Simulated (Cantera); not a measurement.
## CF₄ + F₂ + Si (fluorocarbon and chlorocarbon gases)

A closed system holds: 1 mol CF₄, a varied amount of F₂, 0.0069 mol Si, at 2648 K and 0.0133 bar.

Method: chemical equilibrium by Gibbs-energy minimisation in Cantera with the NASA 1993 tables (ideal gas, pure condensed phases). Candidate condensed phases: C, Si, SiC; 23 gas species. The tables' values for SiF₃ are old estimates; treat these amounts as uncertain. Gases not in the tables: C₂F₆ and larger saturated fluorocarbons. Kinetics and transport are ignored.

From 0.024 mol F₂ to 0.06 mol F₂ the condensed part is C(graphite). From 0.094 mol F₂ to 0.92 mol F₂ nothing is condensed. The main Si-bearing gas is SiF₄ throughout.

| n(F₂) (mol) | x F | x CF₂ | x CF | x CF₃ | x CF₄ | x SiF₄ | x C₃ | x C | n C(graphite) |
|---|---|---|---|---|---|---|---|---|---|
| 0.024 | 0.688 | 0.270 | 0.0345 | 0.00259 | 0.00253 | 0.00214 | 0.000326 | 8.51e-5 | 0.0249 |
| 0.038 | 0.688 | 0.270 | 0.0345 | 0.00259 | 0.00253 | 0.00213 | 0.000326 | 8.51e-5 | 0.0181 |
| 0.06 | 0.688 | 0.270 | 0.0345 | 0.00259 | 0.00253 | 0.00210 | 0.000326 | 8.51e-5 | 0.00738 |
| 0.094 | 0.692 | 0.267 | 0.0339 | 0.00257 | 0.00253 | 0.00207 | 0.000307 | 8.34e-5 | 0 |
| 0.15 | 0.702 | 0.258 | 0.0324 | 0.00253 | 0.00252 | 0.00200 | 0.000256 | 7.85e-5 | 0 |
| 0.23 | 0.715 | 0.247 | 0.0305 | 0.00247 | 0.00251 | 0.00191 | 0.000201 | 7.25e-5 | 0 |
| 0.37 | 0.735 | 0.230 | 0.0276 | 0.00236 | 0.00247 | 0.00177 | 0.000137 | 6.37e-5 | 0 |
| 0.58 | 0.761 | 0.208 | 0.0241 | 0.00221 | 0.00239 | 0.00160 | 8.22e-5 | 5.38e-5 | 0 |
| 0.92 | 0.794 | 0.180 | 0.0200 | 0.00200 | 0.00225 | 0.00138 | 4.13e-5 | 4.27e-5 | 0 |
x: gas mole fraction; n: condensed amount in mol.
